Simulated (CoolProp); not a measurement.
Diethyl ether at several states: fugacity coefficient from the reference equation and from simpler models built on Tc = 194.7 °C, pc = 3717 kPa, ω = 0.282; each cubic takes its own stable root.

Values from CoolProp's reference Helmholtz-energy equation of state, Thol 2014.

| T (°C) | p (kPa) | phase | reference | van der Waals | Redlich-Kwong |
|---|---|---|---|---|---|
| 205.35 | 1060 | gas | (withheld) | (withheld) | (withheld) |
| 159.55 | 5110 | liquid | (withheld) | 0.4531 | (withheld) |
| 203.55 | 916 | gas | (withheld) | (withheld) | (withheld) |

Q: Complete the blanks.

A: 
- 205.35, reference: 0.9115
- 205.35, van der Waals: 0.9203
- 205.35, Redlich-Kwong: 0.9105
- 159.55, reference: 0.3458
- 159.55, Redlich-Kwong: 0.3878
- 203.55, reference: 0.9225
- 203.55, van der Waals: 0.9305
- 203.55, Redlich-Kwong: 0.9216
